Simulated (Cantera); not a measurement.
An isothermal, constant-pressure homogeneous reactor starts with H2 : O2 : N2 = 1.3 : 1 : 0.81 (molar parts), equivalence ratio 0.65, at 798 K and 0.138 atm.

Computed with Cantera and the H2/O2 subset of GRI-Mech 3.0, which has no nitrogen chemistry. Radical loss at walls, strong at low pressure, is not modelled. Below about 950 K walls govern HO2 and H2O2 in real vessels. The temperature is held fixed by assumption; the heat of reaction is taken as removed at once.

x: mole fraction; the columns are a selection and need not sum to one.

```tsv
t (s)	x H2	x O2	x H2O	x H2O2	x O	x HO2	x H
5.00e-6	0.418	0.322	<1e-12	<1e-12	<1e-12	<1e-12	<1e-12
1.87e-5	0.418	0.322	<1e-12	<1e-12	<1e-12	<1e-12	<1e-12
6.99e-5	0.418	0.322	<1e-12	<1e-12	<1e-12	1.21e-12	<1e-12
0.000261	0.418	0.322	2.76e-12	<1e-12	<1e-12	6.98e-12	2.47e-12
0.000978	0.418	0.322	3.16e-11	<1e-12	<1e-12	5.05e-11	6.32e-12
0.00366	0.418	0.322	2.29e-10	1.05e-12	<1e-12	3.16e-10	9.35e-12
0.0137	0.418	0.322	1.13e-9	1.98e-11	1.08e-12	1.48e-9	1.11e-11
0.0511	0.418	0.322	6.09e-9	3.55e-10	1.92e-12	7.42e-9	1.98e-11
0.191	0.418	0.322	8.03e-8	___	1.29e-11	8.45e-8	1.33e-10
0.715	0.418	0.322	2.93e-5	___	1.79e-9	7.35e-6	1.84e-8
2.67	0.350	0.293	0.0854	___	3.27e-10	4.08e-6	3.11e-9
10.0	0.350	0.292	0.0861	___	8.75e-10	6.85e-6	8.36e-9
```

Fill in the missing entries.


- 0.191, x H2O2: 1.10e-8
- 0.715, x H2O2: 1.12e-5
- 2.67, x H2O2: 9.19e-5
- 10.0, x H2O2: 0.000286
